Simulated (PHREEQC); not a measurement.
# Hard or scaling water: an equilibrium model

Dissolve 0.06 mol SrCl2, 0.0059 mol CO2 and 1.5e-06 mol H4SiO4 per kg of water at 15 °C. Closed to the air; pH follows from the charge balance.

Equilibrium calculation in PHREEQC: ion-association model, wateq4f.dat.

```
Quantity               Result
--------------  -------------
pH                       4.26
ionic strength  0.180 mol/kgw
```

```json
[
 {"species": "Cl-", "molality": "0.120", "activity": "0.0868", "log γ": "-0.141"},
 {"species": "Sr+2", "molality": "0.0600", "activity": "0.0203", "log γ": "-0.471"},
 {"species": "CO2", "molality": "0.00583", "activity": "0.00608", "log γ": "0.018"},
 {"species": "H+", "molality": "6.81e-5", "activity": "5.48e-5", "log γ": "-0.095"},
 {"species": "HCO3-", "molality": "5.58e-5", "activity": "4.22e-5", "log γ": "-0.122"},
 {"species": "SrHCO3+", "molality": "1.23e-5", "activity": "9.30e-6", "log γ": "-0.122"},
 {"species": "H4SiO4", "molality": "1.50e-6", "activity": "1.56e-6", "log γ": "0.018"}
]
```

This is a speciation only: nothing precipitates in the calculation.
